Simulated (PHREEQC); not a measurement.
Solution (25 °C): 0.0068 mol/kgw H3BO3, 0.082 mol/kgw Na2SO4, 0.0018 mol/kgw LiCl and 0.00083 mol/kgw H2SO4. Closed to the air; pH follows from the charge balance.

Computed with PHREEQC (ion-association model, phreeqc.dat).

Precipitation was switched off in this run.

Task: Order these S species by the share of S that they hold, largest first: NaSO4-, HSO4-, SO4-2, LiSO4-.

Result: SO4-2 (81 %), NaSO4- (17 %), HSO4- (1.3 %), LiSO4- (0.17 %)

The pH is 3.35 and the ionic strength 0.219 mol/kgw.
